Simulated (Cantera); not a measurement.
A freely propagating, adiabatic, planar premixed flame of 2.97 % C3H8, 20.4 % O2, 76.7 % N2, equivalence ratio 0.73, unburnt at 525 K and 6230 Torr; mixture-averaged transport, grid criteria slope 0.08 and curve 0.16, no radiation.

Cantera simulation using GRI-Mech 3.0 (53 species, 325 reactions); the numbers are that mechanism's predictions, not measurements. GRI-Mech 3.0 was tuned for natural gas; its chemistry of propane as a main component is partial and can be far from experiment. Burning velocities carry a grid error of a few per cent, more on coarse grids.

Q: Predict: laminar burning velocity; thermal thickness; peak x(HCO); peak x(CH3); peak x(C2H).

A: 
```
Quantity                     Result
------------------------  ---------
laminar burning velocity  42.9 cm/s
thermal thickness         0.0718 mm
peak x(HCO)                 1.94e-5
peak x(CH3)                0.000620
peak x(C2H)                 2.76e-7
```
